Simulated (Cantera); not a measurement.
A perfectly stirred reactor is fed with CH4 : CO2 = 1 : 0.47 (molar parts), at 5.00 bar; it is held at 1923 K, and followed from long to short residence time.

Detailed kinetics in Cantera: GRI-Mech 3.0 (53 species, 325 reactions). GRI-Mech 3.0 stops at C3 and has no aromatics, soot or wall deposition, so with more carbon than oxygen in the feed, carbon stays in small species such as C2H2 where larger ones or solid carbon would form.

x: mole fraction; the columns are a selection and need not sum to one.

```json
[
 {"τ (s)": "1.9", "x CH4": "0.0161", "x CO2": "0.000377", "x CH2CO": "3.08e-6", "x CH3": "0.000179", "x C2H4": "0.00249"},
 {"τ (s)": "0.70", "x CH4": "0.0173", "x CO2": "0.000973", "x CH2CO": "4.37e-6", "x CH3": "0.000193", "x C2H4": "0.00253"},
 {"τ (s)": "0.26", "x CH4": "0.0200", "x CO2": "0.00235", "x CH2CO": "7.49e-6", "x CH3": "0.000226", "x C2H4": "0.00264"},
 {"τ (s)": "0.098", "x CH4": "0.0254", "x CO2": "0.00510", "x CH2CO": "1.42e-5", "x CH3": "0.000290", "x C2H4": "0.00284"},
 {"τ (s)": "0.036", "x CH4": "0.0350", "x CO2": "0.0102", "x CH2CO": "2.73e-5", "x CH3": "0.000408", "x C2H4": "0.00313"},
 {"τ (s)": "0.014", "x CH4": "___", "x CO2": "___", "x CH2CO": "___", "x CH3": "___", "x C2H4": "___"},
 {"τ (s)": "0.0051", "x CH4": "0.0755", "x CO2": "0.0348", "x CH2CO": "6.77e-5", "x CH3": "0.000919", "x C2H4": "0.00394"},
 {"τ (s)": "0.0019", "x CH4": "___", "x CO2": "___", "x CH2CO": "___", "x CH3": "___", "x C2H4": "___"},
 {"τ (s)": "0.00070", "x CH4": "0.189", "x CO2": "0.126", "x CH2CO": "6.13e-5", "x CH3": "0.00220", "x C2H4": "0.00711"}
]
```

Task: Fill in the missing entries.

Result: 
- 0.014, x CH4: 0.0498
- 0.014, x CO2: 0.0184
- 0.014, x CH2CO: 4.60e-5
- 0.014, x CH3: 0.000595
- 0.014, x C2H4: 0.00347
- 0.0019, x CH4: 0.118
- 0.0019, x CO2: 0.0675
- 0.0019, x CH2CO: 7.64e-5
- 0.0019, x CH3: 0.00142
- 0.0019, x C2H4: 0.00485
